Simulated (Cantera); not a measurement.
Silicon etching in halogen gases: Si + Br2 + O2

Input: 1 mol Si, 5.1 mol Br2, 0.019 mol O2, held at 32.0 mbar.

Method: chemical equilibrium by Gibbs-energy minimisation in Cantera with the NASA 1993 tables (ideal gas, pure condensed phases). Candidate condensed phases: Br2, Si, SiO2; 14 gas species. The tables hold silica as quartz up to 1696 K and as liquid above; real silica turns to tridymite and cristobalite and melts near 1996 K. The numbers say what is thermodynamically allowed, not how fast it happens.

From 575 K to 825 K the condensed part is SiO2(α-quartz). From 875 K to 1175 K the condensed part is SiO2(β-quartz). The main Si-bearing gas is SiBr4 throughout.

| T (K) | x Br2 | x SiBr4 | x Br | x SiBr3 | n SiO2(α-quartz) | n SiO2(β-quartz) |
|---|---|---|---|---|---|---|
| 575 | 0.762 | 0.238 | 4.84e-6 | <1e-12 | 0.0190 | 0 |
| 625 | 0.762 | 0.238 | 2.46e-5 | <1e-12 | 0.0190 | 0 |
| 675 | 0.762 | 0.238 | 9.82e-5 | <1e-12 | 0.0190 | 0 |
| 725 | 0.762 | 0.238 | 0.000325 | 3.64e-12 | 0.0190 | 0 |
| 775 | 0.761 | 0.238 | 0.000921 | 4.12e-11 | 0.0190 | 0 |
| 825 | 0.760 | 0.238 | 0.00230 | 3.47e-10 | 0.0190 | 0 |
| 875 | 0.757 | 0.238 | 0.00519 | 2.29e-9 | 0 | 0.0190 |
| 925 | 0.752 | 0.237 | 0.0107 | 1.23e-8 | 0 | 0.0190 |
| 975 | 0.744 | 0.236 | 0.0204 | 5.53e-8 | 0 | 0.0190 |
| 1025 | 0.730 | 0.234 | 0.0365 | 2.15e-7 | 0 | 0.0190 |
| 1075 | 0.708 | 0.231 | 0.0614 | 7.37e-7 | 0 | 0.0190 |
| 1125 | 0.676 | 0.227 | 0.0978 | 2.26e-6 | 0 | 0.0190 |
| 1175 | 0.631 | 0.221 | 0.148 | 6.33e-6 | 0 | 0.0190 |
x: gas mole fraction; n: condensed amount in mol.
